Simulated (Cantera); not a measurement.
Mixture: CH4 : O2 : N2 = 1 : 2.38 : 8.95 (molar parts), at 5.00 bar, adiabatic and at constant pressure. Ignition delay is the time to a rise of 400 K.

Detailed kinetics in Cantera: GRI-Mech 3.0 (53 species, 325 reactions).

Problem. Predict: delay at 1175 K; delay at 1275 K; delay at 1375 K; delay at 1475 K; apparent activation energy between 1425 and 1525 K.

Solution. 
```
Property                                                Result
--------------------------------------------------  ----------
delay at 1175 K                                        12.7 ms
delay at 1275 K                                        3.60 ms
delay at 1375 K                                        1.14 ms
delay at 1475 K                                       0.401 ms
apparent activation energy between 1425 and 1525 K  180 kJ/mol
```
